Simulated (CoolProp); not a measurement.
Properties of water along the isotherm 581.5 K (Tc = 647.1 K, pc = 22060 kPa, ω = 0.344).

The numbers come from the reference Helmholtz-energy equation of state, Wagner 2002 in CoolProp.

```
p (kPa)   phase  isothermal compressibility (1/MPa)  conductivity (mW/(m K))  fugacity coefficient
-------  ------  ----------------------------------  -----------------------  --------------------
6250        gas                              0.2027                     58.2                0.8552
12500    liquid                            0.003445                      545                0.6044
18800    liquid                            0.002848                      556                0.4154
25000    liquid                            0.002452                      566                0.3225
31200    liquid                            0.002162                      575                0.2667
37500    liquid                            0.001938                      583                0.2290
43800    liquid                            0.001760                      592                0.2023
50000    liquid                            0.001617                      600                0.1827
56200    liquid                            0.001497                      607                0.1675
62500    liquid                            0.001395                      614                0.1553
68800    liquid                            0.001306                      622                0.1453
75000    liquid                            0.001231                      628                0.1373
81200    liquid                            0.001164                      635                0.1305
87500    liquid                            0.001104                      642                0.1248
93800    liquid                            0.001051                      648                0.1198
100000   liquid                            0.001003                      654                0.1156
```

Thermal conductivity comes from a separate model (Huber 2012).
